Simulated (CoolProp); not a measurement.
A single-stage vapour-compression cycle with isobutene: evaporating at 313.15 K (dew point), condensing at 350.15 K (bubble point), superheat 8 K, subcooling 0 K, compressor efficiency 0.8, no pressure losses. Each further row changes one setting.

Values from CoolProp's reference Helmholtz-energy equation of state, Lemmon 2005. It is a short technical equation, of lower accuracy than the large ones.

```csv
case,cooling COP,pressure ratio,discharge temperature (K),refrigerating effect (kJ/kg),volumetric capacity (kJ/m³)
as stated,?,2.45,358.4,260,2870
evaporating temperature 318.15 K,?,2.14,358.2,267,3350
condensing temperature 345.15 K,6.57,2.19,353.6,274,3020
subcooling 5 K,5.78,2.45,358.4,274,3020
superheat 18 K,5.61,2.45,?,279,2950
compressor efficiency 0.7,4.80,2.45,?,260,2870
```

Q: Some entries are withheld; supply them.

A: 
- as stated, cooling COP: 5.49
- evaporating temperature 318.15 K, cooling COP: 6.61
- superheat 18 K, discharge temperature (K): 368.1
- compressor efficiency 0.7, discharge temperature (K): 361.5
